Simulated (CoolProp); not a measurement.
Properties of sulfur dioxide at several states (Tc = 430.6 K, pc = 7.887 MPa, ω = 0.256).

The numbers come from the reference Helmholtz-energy equation of state, Gao 2016 in CoolProp.

```tsv
T (K)	p (MPa)	phase	density (kg/m³)	fugacity coefficient
231.7	0.0332	liquid	1542	0.5915
439.8	1.05	gas	19.25	0.9574
442.1	0.0136	gas	0.2372	0.9995
```
